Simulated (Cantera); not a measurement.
A closed system holds: 1 mol SiH2Cl2, 0.053 mol O2, 54 mol N2, 2.9 mol H2O, held at 13300 Pa.

Method: chemical equilibrium by Gibbs-energy minimisation in Cantera with the NASA 1993 tables (ideal gas, pure condensed phases). Candidate condensed phases: H2O, NH4Cl, Si, SiO2, Si2N2O, Si3N4; 47 gas species. The tables hold silica as quartz up to 1696 K and as liquid above; real silica turns to tridymite and cristobalite and melts near 1996 K. Kinetics and transport are ignored.

Question: Which condensed phases are stable at each of these points (T (K)): 748, 798, 848, 898, 948, 998, 1048, 1098, 1148, 1198, 1248, 1298?

Answer: 
```csv
T (K),condensed phases,Si condensed (%)
748,SiO2(α-quartz),100.0
798,SiO2(α-quartz),100.0
848,SiO2(β-quartz),100.0
898,SiO2(β-quartz),100.0
948,SiO2(β-quartz),100.0
998,SiO2(β-quartz),100.0
1048,SiO2(β-quartz),100.0
1098,SiO2(β-quartz),100.0
1148,SiO2(β-quartz),100.0
1198,SiO2(β-quartz),100.0
1248,SiO2(β-quartz),100.0
1298,SiO2(β-quartz),100.0
```

From 748 K to 798 K the condensed part is SiO2(α-quartz). From 848 K to 1298 K the condensed part is SiO2(β-quartz).
